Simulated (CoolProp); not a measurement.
Acetone along the isotherm 172.95 °C: fugacity coefficient from the reference equation and from simpler models built on Tc = 235.0 °C, pc = 46.92 bar, ω = 0.307; each cubic takes its own stable root.

Computed with CoolProp (reference Helmholtz-energy equation of state, Lemmon 2006). It is a short technical equation, of lower accuracy than the large ones.

```
p (bar)   phase  reference  van der Waals  Redlich-Kwong
-------  ------  ---------  -------------  -------------
4.4         gas          ?         0.9621         0.9540
8.8         gas     0.8834         0.9243              ?
13.2        gas          ?         0.8864         0.8633
22       liquid     0.6199         0.8096         0.7631
26.4     liquid     0.5227         0.7697         0.6467
30.8     liquid     0.4533         0.6870         0.5637
35.2     liquid     0.4014              ?         0.5014
39.6     liquid     0.3610         0.5589         0.4530
44       liquid     0.3287         0.5142         0.4144
48.4     liquid     0.3023         0.4778         0.3828
52.8     liquid     0.2803         0.4475         0.3565
57.2     liquid          ?         0.4220         0.3343
61.6     liquid     0.2459         0.4002         0.3154
66       liquid     0.2321         0.3815         0.2990
70.4     liquid          ?         0.3651              ?
```

What belongs in the gaps?


- 4.4, reference: 0.9413
- 8.8, Redlich-Kwong: 0.9085
- 13.2, reference: 0.8259
- 35.2, van der Waals: 0.6149
- 57.2, reference: 0.2618
- 70.4, reference: 0.2201
- 70.4, Redlich-Kwong: 0.2847

At some of these states van der Waals gives the other phase, because its saturation line lies elsewhere.
